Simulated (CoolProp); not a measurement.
Computed with CoolProp (reference Helmholtz-energy equation of state, Zhou 2016).

Q: Give the vapour pressure (kPa), liquid density (kg/m³), enthalpy of vaporisation (kJ/kg), vapour Z of saturated R245ca at 379.8, 394.7, 409.6 K.

A: 
```
T (K)  p (kPa)  liquid density (kg/m³)  enthalpy of vaporisation (kJ/kg)  vapour Z
-----  -------  ----------------------  --------------------------------  --------
379.8     1080                    1150                               149     0.792
394.7     1490                    1090                               135     0.738
409.6     1990                    1020                               118     0.672
```
